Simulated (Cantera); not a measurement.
A closed system holds: 1 mol N2O, 1 mol H2, 47 mol N2, 7.8 mol H2O, held at 0.200 bar.

These are equilibrium values from Cantera (NASA tables, ideal gas, pure condensed phases), not measurements of a reactor. Candidate condensed phases: H2O; 24 gas species. Kinetics and transport are ignored.

x: gas mole fraction; nothing condenses.

```tsv
T (°C)	x N2	x H2O	x H	x O	x H2	x OH	x NO	x O2
1652	0.844	0.152	9.70e-5	2.18e-5	0.00206	0.000620	0.000370	0.000702
1752	0.843	0.150	0.000253	6.14e-5	0.00345	0.00115	0.000628	0.00115
1852	0.841	0.148	0.000600	0.000157	0.00547	0.00201	0.00101	0.00180
1952	0.839	0.143	0.00132	0.000366	0.00826	0.00331	0.00155	0.00267
2052	0.836	0.138	[?]	[?]	[?]	[?]	[?]	[?]
2152	0.831	0.130	[?]	[?]	[?]	[?]	[?]	[?]
2252	0.824	0.120	0.00925	0.00301	0.0218	0.0108	0.00441	0.00678
2352	0.815	0.107	0.0158	0.00537	0.0276	0.0146	0.00580	0.00849
2452	0.803	0.0927	0.0254	0.00904	0.0333	0.0186	0.00733	0.0102
2552	0.789	0.0765	0.0390	0.0144	0.0382	0.0225	0.00894	0.0116
2652	0.772	0.0598	0.0568	0.0217	0.0415	0.0256	0.0105	0.0124
2752	0.753	0.0437	0.0785	0.0310	0.0424	0.0274	0.0118	0.0126
2852	0.733	0.0297	0.103	0.0418	0.0407	0.0273	0.0127	0.0120
2952	0.714	0.0186	0.128	0.0535	0.0365	0.0255	0.0132	0.0106
```

### Question
Some entries are withheld; supply them.

### Answer

- 2152, x H: 0.00514
- 2152, x O: 0.00159
- 2152, x H2: 0.0165
- 2152, x OH: 0.00767
- 2152, x NO: 0.00324
- 2152, x O2: 0.00519
- 2052, x H: 0.00269
- 2052, x O: 0.000791
- 2052, x H2: 0.0119
- 2052, x OH: 0.00517
- 2052, x NO: 0.00229
- 2052, x O2: 0.00380
